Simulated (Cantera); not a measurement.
Mixture: 7.19 % CH₄, 19.4 % O₂, 73.4 % N₂, equivalence ratio 0.74, at 10.0 bar, adiabatic and at constant volume. Ignition delay is the time to a rise of 400 K.

Model: GRI-Mech 3.0 (53 species, 325 reactions), integrated in Cantera.

Predict: delay at 1000 K; delay at 1100 K; delay at 1200 K; delay at 1300 K; apparent activation energy between 1250 and 1350 K.


```json
{
 "delay at 1000 K": "74.3 ms",
 "delay at 1100 K": "15.1 ms",
 "delay at 1200 K": "3.98 ms",
 "delay at 1300 K": "1.22 ms",
 "apparent activation energy between 1250 and 1350 K": "160 kJ/mol"
}
```
